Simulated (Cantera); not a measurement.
Cantera run:

```python
import numpy as np
import cantera as ct

gas_names = """
    CL CL2 H HCL H2 Mg MgCL MgCL2 MgH Mg2
""".split()
cond_names = """
    Mg(cr) Mg(L) MgCL2(s) MgCL2(L)
""".split()


def load(file, names, dense=False):
    # The tables refer to 1 bar. Condensed volumes are neglected.
    table = {s.name: s for s in ct.Species.list_from_file(file)}
    out = []
    for n in names:
        d = dict(table[n].input_data)
        d["thermo"] = dict(d["thermo"], **{"reference-pressure": 1e5})
        if dense:
            d["equation-of-state"] = {"model": "constant-volume", "density": "1e6 g/cm^3"}
        out.append(ct.Species.from_dict(d))
    return out


gas = ct.Solution(thermo="ideal-gas", species=load("nasa_gas.yaml", gas_names))
cond = {s.name: ct.Solution(thermo="fixed-stoichiometry", species=[s], name=s.name)
        for s in load("nasa_condensed.yaml", cond_names, dense=True)}
atoms = {
    'MgCl2': {'Mg': 1, 'CL': 2},
    'H2': {'H': 2},
}
top_T = {}  # K; cautious upper limits of use, not melting points


def equilibrate(T, P, feed):
    n = {}
    for name, mol in feed.items():
        for a, k in atoms[name].items():
            n[a] = n.get(a, 0.0) + k * mol
    gas.TPX = T, P, n
    mass = sum(n.values()) * gas.mean_molecular_weight
    gas.equilibrate("TP")
    valid = [c for c in cond.values() if c.min_temp <= T <= top_T.get(c.name, c.max_temp)]
    mix = ct.Mixture([(gas, mass / gas.mean_molecular_weight)] + [(c, 0.0) for c in valid])
    mix.T, mix.P = T, P
    mix.equilibrate("TP", solver="vcs", rtol=1e-11, max_steps=5000)
    return mix


results = []
feed = {'MgCl2': 1, 'H2': 0.22}  # mol
P = 57  # Pa
for T in [875, 925, 975, 1025, 1075, 1125, 1175, 1225, 1275, 1325, 1375, 1425, 1475]:
    mix = equilibrate(T, P, feed)
    results.append((T, P, feed, dict(zip(mix.species_names, mix.species_moles))))

top = {s: max(r[3][s] / sum(r[3][g] for g in gas_names) for r in results) for s in gas_names}
cols = sorted((s for s in top if top[s] > 1e-05), key=lambda s: -top[s])[:8]
seen = [c for c in cond_names if any(r[3].get(c, 0) > 1e-12 for r in results)]
print("log10 of partial pressures in bar; condensed amounts in mol")
print(f"{'T/K':>10s}" + "".join(f"{s[:9]:>10s}" for s in cols + seen))
for T, P, feed, n in results:
    ng = sum(n[g] for g in gas_names)
    print(f"{T:10.4g}" + "".join(f"{np.log10(max(n[s] / ng * P / 1e5, 1e-99)):10.3f}" for s in cols)
          + "".join(f"{n.get(c, 0):10.4g}" for c in seen))
```

Output:

```
log10 of partial pressures in bar; condensed amounts in mol
       T/K        H2     MgCL2       HCL        Mg      MgCL         H        CL  MgCL2(s)  MgCL2(L)
       875    -3.247    -5.459    -7.933    -8.235   -10.585   -11.923   -16.613    0.9986         0
       925    -3.260    -4.692    -7.305    -7.608    -9.640   -11.214   -15.276    0.9919         0
       975    -3.327    -4.007    -6.762    -7.067    -8.804   -10.605   -14.066     0.954         0
      1025    -3.629    -3.476    -6.381    -6.689    -8.151   -10.175   -12.963         0    0.6875
      1075    -3.990    -3.331    -6.177    -6.488    -7.797    -9.828   -12.059         0         0
      1125    -3.991    -3.332    -5.927    -6.239    -7.508    -9.348   -11.335         0         0
      1175    -3.993    -3.332    -5.698    -6.012    -7.245    -8.908   -10.672         0         0
      1225    -3.996    -3.333    -5.490    -5.804    -7.004    -8.504   -10.063         0         0
      1275    -4.001    -3.335    -5.298    -5.614    -6.783    -8.133    -9.501         0         0
      1325    -4.007    -3.337    -5.122    -5.439    -6.580    -7.790    -8.982         0         0
      1375    -4.016    -3.340    -4.961    -5.278    -6.394    -7.473    -8.499         0         0
      1425    -4.028    -3.344    -4.812    -5.130    -6.222    -7.180    -8.051         0         0
      1475    -4.045    -3.349    -4.676    -4.995    -6.064    -6.909    -7.632         0         0
```

Cantera equilibrium calculation (NASA polynomials, part measured and part estimated; ideal gas, pure solids and liquids).
